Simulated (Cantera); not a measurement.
Input: 1 mol MgCO3, 0.34 mol H2S, 9.2 mol CO2, held at 1598 K and 100000 Pa.

Cantera equilibrium calculation (NASA polynomials, part measured and part estimated; ideal gas, pure solids and liquids). Candidate condensed phases: C, C6H6, C7H8, C8H18, H2O, H2SO4, Mg, MgCO3, MgO, Mg(OH)2, MgS, MgSO4, S; 130 gas species. Kinetics and transport are ignored.

### Question
What is the equilibrium state?

### Answer
| Quantity | Result |
|---|---|
| x(CO2) | 0.846 |
| x(CO) | 0.0917 |
| x(SO2) | 0.0307 |
| x(H2O) | 0.0301 |
| x(H2) | 0.00109 |
| x(SO) | 0.000266 |
| x(S2) | 8.93e-5 |
| x(COS) | 6.81e-5 |
| x(H2S) | 2.40e-5 |
| n(MgO(s)) | 1.00 mol |
| gas amount | 10.88 mol |
| log10 activity of S(l) (absent) | -3.33 |
| log10 activity of C(graphite) (absent) | -5.53 |
| log10 activity of Mg(l) (absent) | -10.12 |
